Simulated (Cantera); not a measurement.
A freely propagating, adiabatic, planar premixed flame of CH4 : O2 : N2 = 1 : 1.43 : 5.37 (molar parts), equivalence ratio 1.4, unburnt at 475 K and 1.01 bar; mixture-averaged transport, grid criteria slope 0.08 and curve 0.16, no radiation.

Model: GRI-Mech 3.0 (53 species, 325 reactions), integrated in Cantera. Burning velocities carry a grid error of a few per cent, more on coarse grids.

Task: Predict: laminar burning velocity; thermal thickness; peak x(C2H4); peak x(OH); peak x(H); peak x(HO2).

Result: 
```json
{
 "laminar_burning_velocity": "40.8 cm/s",
 "thermal_thickness": "0.622 mm",
 "peak x(C2H4)": "0.00186",
 "peak x(OH)": "0.00148",
 "peak x(H)": "0.00448",
 "peak x(HO2)": "8.45e-5"
}
```
